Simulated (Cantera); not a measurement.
A freely propagating, adiabatic, planar premixed flame of 20.4 % CO, 3.88 % H2, 2.66 % CH4, 14.6 % O2, 54.8 % N2, 3.68 % CO2, equivalence ratio 1.2, unburnt at 350 K and 0.530 bar; mixture-averaged transport, grid criteria slope 0.08 and curve 0.16, no radiation.

Model: GRI-Mech 3.0 (53 species, 325 reactions), integrated in Cantera. Burning velocities carry a grid error of a few per cent, more on coarse grids.

Question: Predict: laminar burning velocity; thermal thickness; peak x(HO2); peak x(CH3); peak x(C2H4).

Answer: 
- laminar burning velocity = 96.7 cm/s
- thermal thickness = 0.805 mm
- peak x(HO2) = 0.000249
- peak x(CH3) = 0.000272
- peak x(C2H4) = 8.88e-6
